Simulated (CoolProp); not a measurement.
Vapour-liquid equilibrium of benzene (1) + m-xylene (2) at 103.05 °C; x and y are mole fractions of (1).

Values from CoolProp's multi-fluid Helmholtz-energy mixture model, Thol 2012 and Zhou 2012; pair parameters Bell 2016.

Q: Give the bubble pressure and the first vapour's composition at x = 0.05, 0.75, 0.85. Is there an azeotrope?

A: x = 0.05: 0.04271 MPa, y = 0.228; x = 0.75: 0.1541 MPa, y = 0.939; x = 0.85: 0.1705 MPa, y = 0.967. No azeotrope shows between x = 0.05 and 0.95.

The pair parameters rest on a limited set of measurements; away from them the model extrapolates.
